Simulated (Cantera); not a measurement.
Mixture: CH₄ : C₂H₆ : O₂ : N₂ : CO₂ = 1 : 0.27 : 7.36 : 27.7 : 4.5 (molar parts), at 0.540 bar, adiabatic and at constant pressure. Ignition delay is the time to a rise of 400 K.

Cantera simulation using GRI-Mech 3.0 (53 species, 325 reactions); the numbers are that mechanism's predictions, not measurements. Where the delays flatten at high temperature, the 400 K rule measures the pace of heat release, not the induction time.

**Question.** What does this change do: CO2 4.5 to 1.7 parts?

**Answer.** 
```json
[
 {"quantity": "delay at 1150 K", "before": "8.27 ms", "after": "8.32 ms"},
 {"quantity": "delay at 1250 K", "before": "1.95 ms", "after": "1.89 ms"},
 {"quantity": "delay at 1350 K", "before": "0.724 ms", "after": "0.669 ms"},
 {"quantity": "delay at 1450 K", "before": "0.375 ms", "after": "0.301 ms"},
 {"quantity": "delay at 1550 K", "before": "0.267 ms", "after": "0.160 ms"}
]
```

**Question.** What does this change do: 0.045 parts H2 added?

**Answer.** 
```json
[
 {"quantity": "delay at 1150 K", "before": "8.27 ms", "after": "7.55 ms"},
 {"quantity": "delay at 1250 K", "before": "1.95 ms", "after": "1.82 ms"},
 {"quantity": "delay at 1350 K", "before": "0.724 ms", "after": "0.683 ms"},
 {"quantity": "delay at 1450 K", "before": "0.375 ms", "after": "0.356 ms"},
 {"quantity": "delay at 1550 K", "before": "0.267 ms", "after": "0.255 ms"}
]
```
